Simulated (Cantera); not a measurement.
An isothermal, constant-pressure homogeneous reactor starts with CH4 : H2O = 1 : 0.94 (molar parts), at 2000 K and 218 Torr.

Computed with Cantera and GRI-Mech 3.0 (53 species, 325 reactions).

One state of this run: x CH4 = 0.00272; x H2O = 0.0249; x CH2CO = 2.64e-6; x C2H2 = 0.0197; x C2H4 = 2.98e-5; x O = 1.89e-8; x CO2 = 0.00165. x: mole fraction; the columns are a selection and need not sum to one.

Which value of t (s) does it belong to?
(A) 0.200
(B) 100
(C) 28.9
(D) 0.00139

A, 0.200
